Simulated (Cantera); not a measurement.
What does this Cantera script print?

```python
import numpy as np
import cantera as ct

gas_names = """
    C CO CO2 C2 C2O C3 C3O2 C4 C5 Ca CaO Ca2 O O2 O3
""".split()
cond_names = """
    C(gr) Ca(a) Ca(b) Ca(L) CaCO3(caL) CaO(s) CaO(L)
""".split()


# ... load() reads the species with a 1 bar reference pressure and builds the phases ...
atoms = {
    'CaO': {'Ca': 1, 'O': 1},
    'O2': {'O': 2},
    'CO2': {'C': 1, 'O': 2},
}
top_T = {'C(gr)': 4500}  # K; cautious upper limits of use, not melting points


# ... equilibrate(T, P, feed) seeds the gas with the atoms and calls Mixture.equilibrate('TP', solver="vcs", rtol=1e-11, max_steps=5000) ...
results = []
feed = {'CaO': 1, 'O2': 0.39, 'CO2': 0.046}  # mol
P = 1333.22  # Pa
for T in [823, 873, 923, 973, 1023, 1073, 1123, 1173, 1223, 1273]:
    mix = equilibrate(T, P, feed)
    results.append((T, P, feed, dict(zip(mix.species_names, mix.species_moles))))

top = {s: max(r[3][s] / sum(r[3][g] for g in gas_names) for r in results) for s in gas_names}
cols = sorted((s for s in top if top[s] > 1e-05), key=lambda s: -top[s])[:7]
seen = [c for c in cond_names if any(r[3].get(c, 0) > 1e-12 for r in results)]
print("log10 of partial pressures in bar; condensed amounts in mol")
print(f"{'T/K':>10s}" + "".join(f"{s[:9]:>10s}" for s in cols + seen))
for T, P, feed, n in results:
    ng = sum(n[g] for g in gas_names)
    print(f"{T:10.4g}" + "".join(f"{np.log10(max(n[s] / ng * P / 1e5, 1e-99)):10.3f}" for s in cols)
          + "".join(f"{n.get(c, 0):10.4g}" for c in seen))
```

Result:

```
log10 of partial pressures in bar; condensed amounts in mol
       T/K        O2       CO2 CaCO3(caL    CaO(s)
       823    -1.897    -3.192   0.02623    0.9738
       873    -1.924    -2.852         0         1
       923    -1.924    -2.852         0         1
       973    -1.924    -2.852         0         1
      1023    -1.924    -2.852         0         1
      1073    -1.924    -2.852         0         1
      1123    -1.924    -2.852         0         1
      1173    -1.924    -2.852         0         1
      1223    -1.924    -2.852         0         1
      1273    -1.924    -2.852         0         1
```

Equilibrium computed with Cantera from the NASA thermochemical tables; the gas is ideal and each condensed phase is pure.
